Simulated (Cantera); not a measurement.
Cantera run:

```python
import numpy as np
import cantera as ct

gas_names = [...]  # 113 gases of nasa_gas.yaml made of C, Cu, H, O
cond_names = """
    C(gr) C6H6(L) C7H8(L) C8H18(L),n-octa Cu(cr) Cu(L) CuO(s) CuO2H2(s) Cu2O(s) Cu2O(L) H2O(s) H2O(L)
""".split()


# ... load() reads the species with a 1 bar reference pressure and builds the phases ...
atoms = {
    'Cu2O': {'Cu': 2, 'O': 1},
    'CH4': {'C': 1, 'H': 4},
    'CO': {'C': 1, 'O': 1},
}
top_T = {'C(gr)': 4500, 'CuO(s)': 1390}  # K; cautious upper limits of use, not melting points


# ... equilibrate(T, P, feed) seeds the gas with the atoms and calls Mixture.equilibrate('TP', solver="vcs", rtol=1e-11, max_steps=5000) ...
results = []
T = 1898.15  # K
P = 101325  # Pa
for m in [0.59, 0.94, 1.3, 1.6, 2, 2.3, 2.6, 3, 3.3, 3.7, 4, 4.3, 4.7]:
    feed = {'Cu2O': 1, 'CH4': m, 'CO': 0.081}  # mol
    mix = equilibrate(T, P, feed)
    results.append((T, P, feed, dict(zip(mix.species_names, mix.species_moles))))
    x = sorted(zip(gas.X, gas.species_names), reverse=True)
    print(f"T = {T:g} K  P = {P:g} Pa  n(CH4) = {m:g} mol  gas = {mix.phase_moles(0):.4g} mol")
    print("   x: " + "  ".join(f"{s} {v:.3e}" for v, s in x if v > 0.0001))
    print("   condensed (mol): " + ("  ".join(f"{mix.phase(i).name} {mix.phase_moles(i):.4g}"
          for i in range(1, mix.n_phases) if mix.phase_moles(i) > 1e-12) or "none"))
```

It prints:

```
T = 1898.15 K  P = 101325 Pa  n(CH4) = 0.59 mol  gas = 1.854 mol
   x: H2 4.479e-01  CO 3.289e-01  H2O 1.882e-01  CO2 3.289e-02  Cu 1.564e-03  H 5.203e-04
   condensed (mol): Cu(L) 1.997
T = 1898.15 K  P = 101325 Pa  n(CH4) = 0.94 mol  gas = 2.906 mol
   x: H2 6.283e-01  CO 3.489e-01  H2O 1.823e-02  CO2 2.409e-03  Cu 1.564e-03  H 6.162e-04
   condensed (mol): Cu(L) 1.995
T = 1898.15 K  P = 101325 Pa  n(CH4) = 1.3 mol  gas = 3.687 mol
   x: H2 7.040e-01  CO 2.932e-01  Cu 1.564e-03  H 6.523e-04  CH4 2.838e-04  C2H2,acetylene 2.652e-04
   condensed (mol): C(gr) 0.2971  Cu(L) 1.994
T = 1898.15 K  P = 101325 Pa  n(CH4) = 1.6 mol  gas = 4.288 mol
   x: H2 7.450e-01  CO 2.521e-01  Cu 1.564e-03  H 6.710e-04  CH4 3.178e-04  C2H2,acetylene 2.806e-04
   condensed (mol): C(gr) 0.5963  Cu(L) 1.993
T = 1898.15 K  P = 101325 Pa  n(CH4) = 2 mol  gas = 5.089 mol
   x: H2 7.847e-01  CO 2.124e-01  Cu 1.564e-03  H 6.886e-04  CH4 3.525e-04  C2H2,acetylene 2.955e-04
   condensed (mol): C(gr) 0.9953  Cu(L) 1.992
T = 1898.15 K  P = 101325 Pa  n(CH4) = 2.3 mol  gas = 5.69 mol
   x: H2 8.071e-01  CO 1.900e-01  Cu 1.564e-03  H 6.984e-04  CH4 3.730e-04  C2H2,acetylene 3.040e-04
   condensed (mol): C(gr) 1.295  Cu(L) 1.991
T = 1898.15 K  P = 101325 Pa  n(CH4) = 2.6 mol  gas = 6.29 mol
   x: H2 8.252e-01  CO 1.718e-01  Cu 1.564e-03  H 7.062e-04  CH4 3.899e-04  C2H2,acetylene 3.108e-04
   condensed (mol): C(gr) 1.594  Cu(L) 1.99
T = 1898.15 K  P = 101325 Pa  n(CH4) = 3 mol  gas = 7.092 mol
   x: H2 8.445e-01  CO 1.524e-01  Cu 1.564e-03  H 7.144e-04  CH4 4.084e-04  C2H2,acetylene 3.181e-04
   condensed (mol): C(gr) 1.993  Cu(L) 1.989
T = 1898.15 K  P = 101325 Pa  n(CH4) = 3.3 mol  gas = 7.692 mol
   x: H2 8.564e-01  CO 1.405e-01  Cu 1.564e-03  H 7.194e-04  CH4 4.200e-04  C2H2,acetylene 3.226e-04
   condensed (mol): C(gr) 2.292  Cu(L) 1.988
T = 1898.15 K  P = 101325 Pa  n(CH4) = 3.7 mol  gas = 8.493 mol
   x: H2 8.697e-01  CO 1.273e-01  Cu 1.564e-03  H 7.250e-04  CH4 4.331e-04  C2H2,acetylene 3.276e-04
   condensed (mol): C(gr) 2.691  Cu(L) 1.987
T = 1898.15 K  P = 101325 Pa  n(CH4) = 4 mol  gas = 9.094 mol
   x: H2 8.781e-01  CO 1.188e-01  Cu 1.564e-03  H 7.285e-04  CH4 4.415e-04  C2H2,acetylene 3.307e-04
   condensed (mol): C(gr) 2.99  Cu(L) 1.986
T = 1898.15 K  P = 101325 Pa  n(CH4) = 4.3 mol  gas = 9.695 mol
   x: H2 8.854e-01  CO 1.115e-01  Cu 1.564e-03  H 7.315e-04  CH4 4.489e-04  C2H2,acetylene 3.335e-04
   condensed (mol): C(gr) 3.289  Cu(L) 1.985
T = 1898.15 K  P = 101325 Pa  n(CH4) = 4.7 mol  gas = 10.5 mol
   x: H2 8.939e-01  CO 1.030e-01  Cu 1.564e-03  H 7.350e-04  CH4 4.575e-04  C2H2,acetylene 3.367e-04
   condensed (mol): C(gr) 3.688  Cu(L) 1.983
```

Equilibrium computed with Cantera from the NASA thermochemical tables; the gas is ideal and each condensed phase is pure.
